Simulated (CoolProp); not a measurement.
Vapour-liquid equilibrium of CH2F2 (R32) (1) + fluoroethane (R161) (2) at 42.6 kPa; x and y are mole fractions of (1).

Computed with CoolProp (multi-fluid Helmholtz-energy mixture model, Tillner-Roth 1997 and Wu 2012; pair parameters Bell 2016).

### Question
Give the bubble temperature and the first vapour's composition at x = 0.05, 0.2, 0.65. Is there an azeotrope?

### Answer
x = 0.05: 216.9 K, y = 0.118; x = 0.2: 213.8 K, y = 0.367; x = 0.65: 208.5 K, y = 0.774. No azeotrope shows between x = 0.05 and 0.95.

The pair parameters rest on a limited set of measurements; away from them the model extrapolates.
